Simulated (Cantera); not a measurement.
Input: 1 mol BaF2, a varied amount of N2, equilibrated at 0.560 Pa.

Equilibrium computed with Cantera from the NASA thermochemical tables; the gas is ideal and each condensed phase is pure. Candidate condensed phases: Ba, BaF2; 10 gas species. Kinetics and transport are ignored.

Question: What condenses at these points (T in K, n(N2) in mol): (1423, 170); (1823, 57); (1673, 130); (1273, 210); (1273, 20)?

Answer: 
```tsv
T (K)	n(N2) in mol	condensed phases	Ba condensed (%)
1423	170	gas only	0.0
1823	57	gas only	0.0
1673	130	gas only	0.0
1273	210	gas only	0.0
1273	20	BaF2	36.4
```
